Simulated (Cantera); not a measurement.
A closed system holds: 1 mol AlN, 77 mol HCl, equilibrated at 2073 K and 1.00 bar.

These are equilibrium values from Cantera (NASA tables, ideal gas, pure condensed phases), not measurements of a reactor. Candidate condensed phases: Al, AlCl3, AlN, NH4Cl; 20 gas species. The tables' values for AlCl2 are old estimates; treat these amounts as uncertain. Kinetics and transport are ignored.

Base state: HCl 0.944, H2 0.0249, AlCl3 0.0125, Cl 0.0116, N2 0.00645, H 0.000415, AlCl2 0.000388, Cl2 0.000145 (mole fractions); condensed: gas only.

### Question
What changes in the equilibrium state with this change: pressure from 1.00 bar to 1.33 mbar?

### Answer
```
species    before    after
-------  --------  -------
HCl         0.944    0.744
Cl         0.0116    0.147
H2         0.0249   0.0724
H        0.000415   0.0194
AlCl3      0.0125  0.00138
AlCl      2.02e-5  0.00786
AlCl2    0.000388  0.00254
Cl2      0.000145  3.09e-5
N2        0.00645  0.00589
```
